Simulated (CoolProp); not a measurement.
Aqueous calcium chloride as a coolant, 27 % by mass, freezing at -35.3 °C, 1 atm.

The numbers come from the Melinder's fits for secondary coolants in CoolProp.

```
T (°C)  viscosity (mPa s)  density (kg/m³)  conductivity (W/(m K))  cp (kJ/(kg K))
------  -----------------  ---------------  ----------------------  --------------
-24                  10.5             1268                   0.503      (withheld)
-18.5          (withheld)             1266                   0.511           2.750
-13                  6.89             1264                   0.518           2.767
-7.5                 5.73             1262                   0.526           2.784
-2                   4.85             1259              (withheld)           2.800
3.6            (withheld)             1257                   0.542           2.816
9.1                  3.61             1255                   0.550           2.832
14.6                 3.17             1252                   0.557           2.847
20.1                 2.82             1249                   0.565           2.861
25.6                 2.52             1246                   0.573           2.875
31.1           (withheld)             1243                   0.580           2.889
36.6                 2.04             1240                   0.588           2.902
```

**Question.** Some entries are withheld; supply them.

**Answer.** 
- -24, cp (kJ/(kg K)): 2.733
- -18.5, viscosity (mPa s): 8.43
- -2, conductivity (W/(m K)): 0.534
- 3.6, viscosity (mPa s): 4.15
- 31.1, viscosity (mPa s): 2.26
